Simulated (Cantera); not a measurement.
What does this Cantera script print?

```python
import numpy as np
import cantera as ct

gas_names = """
    CL CL2 H HCL H2 N NH NH2 NH3 N2 N2H2 N2H4 Si SiCL SiCL2 SiCL3 SiCL4 SiH SiHCL3 SiH2 SiH2CL2 SiH3
    SiH3CL SiH4 SiN Si2 Si2N Si3
""".split()
cond_names = """
    NH4CL(a) NH4CL(b) Si(cr) Si(L) Si3N4(a)
""".split()


# ... load() reads the species with a 1 bar reference pressure and builds the phases ...
atoms = {
    'SiHCl3': {'Si': 1, 'H': 1, 'CL': 3},
    'NH3': {'N': 1, 'H': 3},
    'H2': {'H': 2},
}
top_T = {'Si3N4(a)': 2400}  # K; cautious upper limits of use, not melting points


# ... equilibrate(T, P, feed) seeds the gas with the atoms and calls Mixture.equilibrate('TP', solver="vcs", rtol=1e-11, max_steps=5000) ...
results = []
feed = {'SiHCl3': 1, 'NH3': 0.42, 'H2': 14}  # mol
T = 1873  # K
P = 1333.22  # Pa
mix = equilibrate(T, P, feed)
results.append((T, P, feed, dict(zip(mix.species_names, mix.species_moles))))
x = sorted(zip(gas.X, gas.species_names), reverse=True)
print(f"T = {T:g} K  P = {P:g} Pa  gas = {mix.phase_moles(0):.4g} mol")
print("   x: " + "  ".join(f"{s} {v:.3e}" for v, s in x if v > 0.001))
print("   condensed (mol): " + ("  ".join(f"{mix.phase(i).name} {mix.phase_moles(i):.4g}"
      for i in range(1, mix.n_phases) if mix.phase_moles(i) > 1e-12) or "none"))
```

Result:

```
T = 1873 K  P = 1333.22 Pa  gas = 16.9 mol
   x: H2 8.406e-01  HCL 1.039e-01  SiCL2 3.602e-02  N2 1.242e-02  H 5.125e-03
   condensed (mol): Si(L) 0.3664
```

Equilibrium computed with Cantera from the NASA thermochemical tables; the gas is ideal and each condensed phase is pure. The tables' values for SiCl, SiCl3 are old estimates; treat these amounts as uncertain. Gases not in the tables: Si2H6 and higher silanes.
